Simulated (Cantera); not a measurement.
A perfectly stirred reactor is fed with 30.3 % H2, 12.6 % O2, 57.0 % N2, equivalence ratio 1.2, at 9.87 atm; it is adiabatic with a 450 K inlet, and is followed from long to short residence time, starting on the burning branch (τ in s: 0.2, 0.061, 0.019, 0.0057, 0.0018, 0.00054, 0.00016, 5.1e-05, 1.5e-05).

Computed with Cantera and the H2/O2 subset of GRI-Mech 3.0, which has no nitrogen chemistry. The hydrogen kinetics of GRI-Mech 3.0 are dated; newer H2 mechanisms differ, most at raised pressure.

### Question
Predict: blow-out, bracketed by the residence times tried; x(H2) at τ = 0.200 s; x(O2) at τ = 0.200 s; x(H) at τ = 0.200 s; x(O) at τ = 0.200 s; x(OH) at τ = 0.200 s; x(H2) at τ = 1.80 ms; x(O2) at τ = 1.80 ms; x(H) at τ = 1.80 ms; x(O) at τ = 1.80 ms; x(OH) at τ = 1.80 ms.

### Answer
```
Item                                                                               Value
------------------------------------------------  --------------------------------------
blow-out, bracketed by the residence times tried  burning at 15.0 µs, the shortest tried
x(H2) at τ = 0.200 s                                                              0.0576
x(O2) at τ = 0.200 s                                                             2.11e-5
x(H) at τ = 0.200 s                                                             0.000916
x(O) at τ = 0.200 s                                                              8.39e-6
x(OH) at τ = 0.200 s                                                            0.000777
x(H2) at τ = 1.80 ms                                                              0.0579
x(O2) at τ = 1.80 ms                                                            0.000277
x(H) at τ = 1.80 ms                                                              0.00210
x(O) at τ = 1.80 ms                                                              4.36e-5
x(OH) at τ = 1.80 ms                                                             0.00172
```
